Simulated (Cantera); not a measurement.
Input (Python, Cantera) and output of one run.

```python
import numpy as np
import cantera as ct

gas_names = """
    CL CL2 H HCL H2 Si SiCL SiCL2 SiCL3 SiCL4 SiH SiHCL3 SiH2 SiH2CL2 SiH3 SiH3CL SiH4 Si2 Si3
""".split()
cond_names = """
    Si(cr) Si(L)
""".split()


# ... load() reads the species with a 1 bar reference pressure and builds the phases ...
atoms = {
    'Si3H8': {'Si': 3, 'H': 8},
    'Cl2': {'CL': 2},
    'H2': {'H': 2},
}
top_T = {}  # K; cautious upper limits of use, not melting points


# ... equilibrate(T, P, feed) seeds the gas with the atoms and calls Mixture.equilibrate('TP', solver="vcs", rtol=1e-11, max_steps=5000) ...
results = []
feed = {'Si3H8': 1, 'Cl2': 0.57, 'H2': 12}  # mol
P = 7700  # Pa
for T in [848, 923, 998, 1073, 1148, 1223, 1298, 1373, 1448, 1523, 1598, 1673]:
    mix = equilibrate(T, P, feed)
    results.append((T, P, feed, dict(zip(mix.species_names, mix.species_moles))))

top = {s: max(r[3][s] / sum(r[3][g] for g in gas_names) for r in results) for s in gas_names}
cols = sorted((s for s in top if top[s] > 0.001), key=lambda s: -top[s])[:6]
seen = [c for c in cond_names if any(r[3].get(c, 0) > 1e-12 for r in results)]
print("log10 of partial pressures in bar; condensed amounts in mol")
print(f"{'T/K':>10s}" + "".join(f"{s[:9]:>10s}" for s in cols + seen))
for T, P, feed, n in results:
    ng = sum(n[g] for g in gas_names)
    print(f"{T:10.4g}" + "".join(f"{np.log10(max(n[s] / ng * P / 1e5, 1e-99)):10.3f}" for s in cols)
          + "".join(f"{n.get(c, 0):10.4g}" for c in seen))
```

It prints:

```
log10 of partial pressures in bar; condensed amounts in mol
       T/K        H2       HCL     SiCL4     SiCL2    SiHCL3     SiCL3    Si(cr)
       848    -1.123    -3.652    -3.043    -6.108    -3.304    -5.505     2.698
       923    -1.124    -3.304    -3.068    -5.327    -3.336    -5.000     2.713
       998    -1.126    -3.018    -3.121    -4.681    -3.388    -4.596     2.738
      1073    -1.129    -2.787    -3.223    -4.157    -3.476    -4.292     2.771
      1148    -1.133    -2.612    -3.408    -3.751    -3.626    -4.101     2.807
      1223    -1.136    -2.497    -3.720    -3.471    -3.869    -4.046     2.836
      1298    -1.139    -2.438    -4.169    -3.313    -4.215    -4.129      2.85
      1373    -1.140    -2.417    -4.694    -3.236    -4.616    -4.298     2.854
      1448    -1.140    -2.412    -5.221    -3.196    -5.016    -4.491     2.852
      1523    -1.140    -2.413    -5.716    -3.171    -5.393    -4.681     2.849
      1598    -1.140    -2.415    -6.171    -3.154    -5.739    -4.859     2.845
      1673    -1.140    -2.419    -6.589    -3.140    -6.056    -5.024     2.841
```

These are equilibrium values from Cantera (NASA tables, ideal gas, pure condensed phases), not measurements of a reactor. The feed counts by its element totals alone. The tables' values for SiCl3, SiCl are old estimates; treat these amounts as uncertain. Gases not in the tables: Si2H6 and higher silanes.
